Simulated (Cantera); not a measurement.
What does this Cantera script print?

```python
import numpy as np
import cantera as ct

gas_names = """
    Pb C2F4 CF3 CF4
""".split()
cond_names = """
    C(gr) PbF2(a) PbF2(b) PbF2(L)
""".split()


def load(file, names, dense=False):
    # The tables refer to 1 bar. Condensed volumes are neglected.
    table = {s.name: s for s in ct.Species.list_from_file(file)}
    out = []
    for n in names:
        d = dict(table[n].input_data)
        d["thermo"] = dict(d["thermo"], **{"reference-pressure": 1e5})
        if dense:
            d["equation-of-state"] = {"model": "constant-volume", "density": "1e6 g/cm^3"}
        out.append(ct.Species.from_dict(d))
    return out


species = {s.name: s for s in load("nasa_gas.yaml", gas_names) + load("nasa_condensed.yaml", cond_names)}
# Each term lists the table entries of one substance; the one whose range holds T is used.
reactions = {
    '2 Pb(g) + C2F4(g) = 2 C + 2 PbF2':
        [(-2, ['Pb']), (-1, ['C2F4']), (2, ['C(gr)']), (2, ['PbF2(a)', 'PbF2(b)', 'PbF2(L)'])],
    'PbF2 + 2 CF3(g) = Pb(g) + 2 CF4(g)':
        [(-1, ['PbF2(a)', 'PbF2(b)', 'PbF2(L)']), (-2, ['CF3']), (1, ['Pb']), (2, ['CF4'])],
}


def pick(names, T):
    return next(species[n] for n in names if species[n].thermo.min_temp <= T <= species[n].thermo.max_temp)


results = []
for label, terms in reactions.items():
    print(label)
    print("     T/K   dH/kJ  dS/(J/K)   dG/kJ   log10 K")
    for T in [998, 1048, 1098, 1148, 1198, 1248, 1298]:
        used = [(nu, pick(names, T)) for nu, names in terms]
        dH = sum(nu * s.thermo.h(T) for nu, s in used) / 1e6
        dS = sum(nu * s.thermo.s(T) for nu, s in used) / 1e3
        dG = dH - T * dS / 1e3
        logK = -dG * 1e6 / (ct.gas_constant * T * np.log(10))
        results.append((label, T, dH, dS, dG, logK, [s.name for _, s in used]))
        print(f"{T:8g} {dH:8.1f} {dS:8.1f} {dG:8.1f} {logK:8.2f}")
```

It prints:

```
2 Pb(g) + C2F4(g) = 2 C + 2 PbF2
     T/K   dH/kJ  dS/(J/K)   dG/kJ   log10 K
     998  -1027.2   -321.3   -706.5    36.98
    1048  -1024.9   -319.0   -690.5    34.42
    1098  -1022.8   -317.1   -674.6    32.09
    1148   -988.5   -286.1   -660.1    30.03
    1198   -983.6   -281.9   -645.9    28.16
    1248   -978.7   -277.9   -631.9    26.45
    1298   -973.8   -274.0   -618.1    24.87
PbF2 + 2 CF3(g) = Pb(g) + 2 CF4(g)
     T/K   dH/kJ  dS/(J/K)   dG/kJ   log10 K
     998    -81.9      8.7    -90.6     4.74
    1048    -82.8      7.8    -91.0     4.53
    1098    -83.5      7.2    -91.4     4.35
    1148   -100.3     -8.0    -91.1     4.14
    1198   -102.4     -9.9    -90.6     3.95
    1248   -104.5    -11.6    -90.1     3.77
    1298   -106.6    -13.2    -89.5     3.60
```

Source: NASA polynomial tables (part measured, part estimated), evaluated in Cantera. The tables' values for C2F4 are old estimates. Condensed species are held in their standard states even where they would react or evaporate.
